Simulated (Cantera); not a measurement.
Cantera run, input and output.

```python
import numpy as np
import cantera as ct

gas = ct.Solution("gri30.yaml")
gas.TPX = 1775, 230000, {'CH4': 1, 'H2O': 4.2, 'H2': 0.062}
inlet = ct.Reservoir(gas, clone=True)

reactor = ct.IdealGasConstPressureReactor(gas, energy="off", clone=False)
exhaust = ct.Reservoir(gas, clone=True)
tau = [3.6, 1.4, 0.51, 0.19, 0.073, 0.027, 0.01, 0.0039][0]
for a, b in ((inlet, reactor), (reactor, exhaust)):
    ct.MassFlowController(a, b, mdot=lambda t: reactor.mass / tau)
net = ct.ReactorNet([reactor])
show = ['CH4', 'H2O', 'H2', 'O', 'CO2', 'O2', 'H2O2']

rows = []
print(f"{'tau/s':>10s}{'T/K':>9s}" + "".join(f"{s:>11s}" for s in show))
for tau in [3.6, 1.4, 0.51, 0.19, 0.073, 0.027, 0.01, 0.0039]:
    net.initial_time = 0.0
    net.advance(30 * tau)
    before = gas.X
    net.advance(40 * tau)
    drift = np.max(np.abs(gas.X - before) / (gas.X + 1e-9))
    rows.append([gas.T, *gas[show].X, drift])
    print(f"{tau:10.3e}{gas.T:9.1f}" + "".join(f"{x:11.3e}" for x in gas[show].X))
```

Output:

```
     tau/s      T/K        CH4        H2O         H2          O        CO2         O2       H2O2
 3.600e+00   1775.0  4.438e-03  4.234e-01  4.380e-01  1.674e-09  2.748e-02  7.179e-10  1.380e-11
 1.400e+00   1775.0  8.061e-03  4.346e-01  4.269e-01  1.709e-09  2.745e-02  7.713e-10  1.489e-11
 5.100e-01   1775.0  1.393e-02  4.573e-01  4.053e-01  1.752e-09  2.704e-02  8.773e-10  1.730e-11
 1.900e-01   1775.0  2.197e-02  4.951e-01  3.706e-01  1.800e-09  2.553e-02  1.072e-09  2.197e-11
 7.300e-02   1775.0  3.213e-02  5.462e-01  3.237e-01  1.877e-09  2.197e-02  1.417e-09  2.991e-11
 2.700e-02   1775.0  4.582e-02  6.067e-01  2.665e-01  2.040e-09  1.565e-02  2.052e-09  4.253e-11
 1.000e-02   1775.0  6.416e-02  6.633e-01  2.084e-01  2.350e-09  8.308e-03  3.098e-09  5.868e-11
 3.900e-03   1775.0  8.707e-02  7.066e-01  1.572e-01  2.871e-09  3.178e-03  4.515e-09  7.526e-11
```

Cantera simulation using GRI-Mech 3.0 (53 species, 325 reactions); the numbers are that mechanism's predictions, not measurements.
